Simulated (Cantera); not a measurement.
A closed system holds: 1 mol CO2, 1.7 mol H2, held at 3523.15 K and 1130 Torr.

Equilibrium computed with Cantera from the NASA thermochemical tables; the gas is ideal and each condensed phase is pure. Candidate condensed phases: C, C6H6, C7H8, C8H18, H2O; 110 gas species. Equilibrium is a limit: real reactors are often held back by kinetics, nucleation or transport.

Q: What is the equilibrium state?

A: 
```json
{
 "x(CO)": "0.272",
 "x(H)": "0.234",
 "x(H2)": "0.212",
 "x(H2O)": "0.136",
 "x(OH)": "0.0698",
 "x(O)": "0.0449",
 "x(CO2)": "0.0210",
 "x(O2)": "0.0111",
 "x(HO2)": "1.36e-5",
 "gas_amount": "3.408 mol",
 "log10 activity of C(graphite) (absent)": "-5.57"
}
```
